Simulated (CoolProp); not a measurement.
Properties of carbon dioxide along the isobar 0.101 MPa (Tc = 31.0 °C, pc = 7.377 MPa, ω = 0.224).

Computed with CoolProp (reference Helmholtz-energy equation of state, Span 1996).

```json
[
 {"T (°C)": "-4.85", "phase": "gas", "Z": "0.9929", "cp (kJ/(kg K))": "0.8222", "expansivity (1/kK)": "3.816", "conductivity (mW/(m K))": "14.4", "Prandtl number": "0.770", "fugacity coefficient": "0.9929"},
 {"T (°C)": "38.35", "phase": "gas", "Z": "0.9957", "cp (kJ/(kg K))": "0.8636", "expansivity (1/kK)": "3.257", "conductivity (mW/(m K))": "17.7", "Prandtl number": "0.760", "fugacity coefficient": "0.9957"},
 {"T (°C)": "81.65", "phase": "gas", "Z": "0.9972", "cp (kJ/(kg K))": "0.9033", "expansivity (1/kK)": "2.846", "conductivity (mW/(m K))": "21.1", "Prandtl number": "0.754", "fugacity coefficient": "0.9972"},
 {"T (°C)": "124.95", "phase": "gas", "Z": "0.9981", "cp (kJ/(kg K))": "0.9402", "expansivity (1/kK)": "2.529", "conductivity (mW/(m K))": "[?]", "Prandtl number": "[?]", "fugacity coefficient": "0.9981"},
 {"T (°C)": "168.25", "phase": "gas", "Z": "0.9987", "cp (kJ/(kg K))": "[?]", "expansivity (1/kK)": "2.277", "conductivity (mW/(m K))": "28.1", "Prandtl number": "0.744", "fugacity coefficient": "0.9987"},
 {"T (°C)": "211.55", "phase": "gas", "Z": "0.9991", "cp (kJ/(kg K))": "[?]", "expansivity (1/kK)": "2.071", "conductivity (mW/(m K))": "31.6", "Prandtl number": "0.740", "fugacity coefficient": "0.9991"},
 {"T (°C)": "254.75", "phase": "gas", "Z": "0.9994", "cp (kJ/(kg K))": "1.034", "expansivity (1/kK)": "1.900", "conductivity (mW/(m K))": "35.1", "Prandtl number": "0.737", "fugacity coefficient": "0.9994"},
 {"T (°C)": "298.05", "phase": "gas", "Z": "0.9996", "cp (kJ/(kg K))": "1.060", "expansivity (1/kK)": "1.755", "conductivity (mW/(m K))": "[?]", "Prandtl number": "0.734", "fugacity coefficient": "0.9996"},
 {"T (°C)": "341.35", "phase": "gas", "Z": "0.9998", "cp (kJ/(kg K))": "[?]", "expansivity (1/kK)": "1.630", "conductivity (mW/(m K))": "42.1", "Prandtl number": "[?]", "fugacity coefficient": "0.9998"}
]
```

**Question.** What belongs in the gaps?

**Answer.** 
- 124.95, conductivity (mW/(m K)): 24.6
- 124.95, Prandtl number: 0.748
- 168.25, cp (kJ/(kg K)): 0.9741
- 211.55, cp (kJ/(kg K)): 1.005
- 298.05, conductivity (mW/(m K)): 38.6
- 341.35, cp (kJ/(kg K)): 1.084
- 341.35, Prandtl number: 0.732

Viscosity comes from a separate model (Laesecke 2017). Thermal conductivity comes from a separate model (Huber 2016).
